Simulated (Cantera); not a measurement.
Cantera run:

```python
import numpy as np
import cantera as ct

gas_names = [...]  # 113 gases of nasa_gas.yaml made of C, F, H, Si
cond_names = """
    C(gr) C6H6(L) C7H8(L) C8H18(L),n-octa Si(cr) Si(L) SiC(b)
""".split()


# ... load() reads the species with a 1 bar reference pressure and builds the phases ...
atoms = {
    'CH3F': {'C': 1, 'H': 3, 'F': 1},
    'Si': {'Si': 1},
    'H2': {'H': 2},
}
top_T = {'C(gr)': 4500, 'SiC(b)': 3050}  # K; cautious upper limits of use, not melting points


# ... equilibrate(T, P, feed) seeds the gas with the atoms and calls Mixture.equilibrate('TP', solver="vcs", rtol=1e-11, max_steps=5000) ...
results = []
T = 1198.15  # K
P = 10000  # Pa
for m in [0.22, 0.37, 0.53, 0.68, 0.83, 0.99, 1.1, 1.3]:
    feed = {'CH3F': 1, 'Si': m, 'H2': 0.82}  # mol
    mix = equilibrate(T, P, feed)
    results.append((T, P, feed, dict(zip(mix.species_names, mix.species_moles))))

top = {s: max(r[3][s] / sum(r[3][g] for g in gas_names) for r in results) for s in gas_names}
cols = sorted((s for s in top if top[s] > 0.0001), key=lambda s: -top[s])[:7]
seen = [c for c in cond_names if any(r[3].get(c, 0) > 1e-12 for r in results)]
print("log10 of partial pressures in bar; condensed amounts in mol")
print(f"{'n(Si)':>10s}" + "".join(f"{s[:9]:>10s}" for s in cols + seen))
for T, P, feed, n in results:
    ng = sum(n[g] for g in gas_names)
    print(f"{feed['Si']:10.4g}" + "".join(f"{np.log10(max(n[s] / ng * P / 1e5, 1e-99)):10.3f}" for s in cols)
          + "".join(f"{n.get(c, 0):10.4g}" for c in seen))
```

It prints:

```
log10 of partial pressures in bar; condensed amounts in mol
     n(Si)        H2      SiF4        HF     SiHF3      SiF3       CH4    SiH2F2     C(gr)    Si(cr)    SiC(b)
      0.22    -1.062    -2.072    -2.335    -5.292    -5.958    -3.919    -8.819    0.9969         0         0
      0.37    -1.046    -2.022    -3.890    -3.670    -4.344    -3.887    -5.627    0.8775         0    0.1191
      0.53    -1.046    -2.022    -3.890    -3.670    -4.344    -3.887    -5.627    0.7175         0    0.2791
      0.68    -1.046    -2.022    -3.890    -3.670    -4.344    -3.887    -5.627    0.5675         0    0.4291
      0.83    -1.046    -2.022    -3.890    -3.670    -4.344    -3.887    -5.627    0.4175         0    0.5791
      0.99    -1.046    -2.022    -3.890    -3.670    -4.344    -3.887    -5.627    0.2575         0    0.7391
       1.1    -1.046    -2.022    -3.890    -3.670    -4.344    -3.887    -5.627    0.1475         0    0.8491
       1.3    -1.046    -2.055    -4.593    -3.001    -3.675    -6.666    -4.255         0   0.04162         1
```

Cantera equilibrium calculation (NASA polynomials, part measured and part estimated; ideal gas, pure solids and liquids). Mutual solubility and eutectic melting of coexisting phases are not modelled. The tables' values for SiF3, SiF2 are old estimates; treat these amounts as uncertain.
